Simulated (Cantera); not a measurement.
Charge: 1 mol TiO2, 2.7 mol CH4, 0.06 mol CO, equilibrated at 1273 K and 1 atm.

Cantera equilibrium calculation (NASA polynomials, part measured and part estimated; ideal gas, pure solids and liquids). Candidate condensed phases: C, C6H6, C7H8, C8H18, H2O, Ti, TiC, TiO, TiO2, Ti2O3, Ti3O5, Ti4O7; 113 gas species. Condensed phases not in the tables: Magnéli phases beyond Ti4O7. The numbers say what is thermodynamically allowed, not how fast it happens.

Base state: H2 0.937, CO 0.0541, CH4 0.00835, H2O 0.000611, CO2 2.13e-5 (mole fractions); condensed: C(graphite) + Ti4O7(s).

**Question.** What changes in the equilibrium state with this change: temperature from 1273 K to 2023 K?

**Answer.** 
```
species             before     after
----------------  --------  --------
H2                   0.937     0.740
CO                  0.0541     0.258
H                  6.86e-7   0.00162
CH4                0.00835   9.57e-6
CO2                2.13e-5   3.58e-5
H2O               0.000611  0.000479
C(graphite), mol      2.41         0
Ti4O7(s), mol        0.250         0
TiC(s), mol              0     0.881
Ti2O3(s), mol            0    0.0593
```
Mutual solubility and eutectic melting of coexisting phases are not modelled. TiC: taken at fixed stoichiometry.
